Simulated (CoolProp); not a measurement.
R152A at 298.15 K and 14.5 MPa is throttled through a valve to 6.95 MPa with no heat exchange. Each further row changes one setting.

Computed with CoolProp (reference Helmholtz-energy equation of state, Outcalt 1996). It is a modified Benedict-Webb-Rubin equation, recast in Helmholtz form.

```csv
case,temperature change (K),final density (kg/m³)
as stated,?,?
outlet pressure 2.08 MPa,?,?
outlet pressure 9.04 MPa,?,?
```

**Question.** Fill in the missing entries.

**Answer.** 
- as stated, temperature change (K): +1.5
- as stated, final density (kg/m³): 917
- outlet pressure 2.08 MPa, temperature change (K): +2.1
- outlet pressure 2.08 MPa, final density (kg/m³): 900
- outlet pressure 9.04 MPa, temperature change (K): +1.1
- outlet pressure 9.04 MPa, final density (kg/m³): 925
